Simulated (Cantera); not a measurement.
Feed: 1 mol trisilylamine, 21 mol N2, 0.12 mol H2O, held at 15.0 Torr.

Method: chemical equilibrium by Gibbs-energy minimisation in Cantera with the NASA 1993 tables (ideal gas, pure condensed phases). Candidate condensed phases: H2O, Si, SiO2, Si2N2O, Si3N4; 35 gas species. The feed counts by its element totals alone. Mutual solubility and eutectic melting of coexisting phases are not modelled. Gases not in the tables: Si2H6 and higher silanes. The numbers say what is thermodynamically allowed, not how fast it happens.

Task: Which condensed phases are stable at each of these points (T (°C)): 825, 900, 975, 1050, 1125, 1200, 1275, 1350, 1425, 1500, 1575, 1650, 1725, 1800?

Result: 
| T (°C) | condensed phases | Si condensed (%) |
|---|---|---|
| 825 | Si2N2O(s) + Si3N4(s) | 100.0 |
| 900 | Si2N2O(s) + Si3N4(s) | 100.0 |
| 975 | Si2N2O(s) + Si3N4(s) | 100.0 |
| 1050 | Si2N2O(s) + Si3N4(s) | 100.0 |
| 1125 | Si2N2O(s) + Si3N4(s) | 100.0 |
| 1200 | Si2N2O(s) + Si3N4(s) | 100.0 |
| 1275 | Si2N2O(s) + Si3N4(s) | 100.0 |
| 1350 | Si2N2O(s) + Si3N4(s) | 99.8 |
| 1425 | Si2N2O(s) + Si3N4(s) | 98.9 |
| 1500 | Si3N4(s) | 95.9 |
| 1575 | Si(l) | 95.6 |
| 1650 | Si(l) | 95.1 |
| 1725 | Si(l) | 93.8 |
| 1800 | Si(l) | 90.9 |

From 825 °C to 1425 °C the condensed part is Si2N2O(s) + Si3N4(s). At 1500 °C the condensed part is Si3N4(s). From 1575 °C to 1800 °C the condensed part is Si(l).
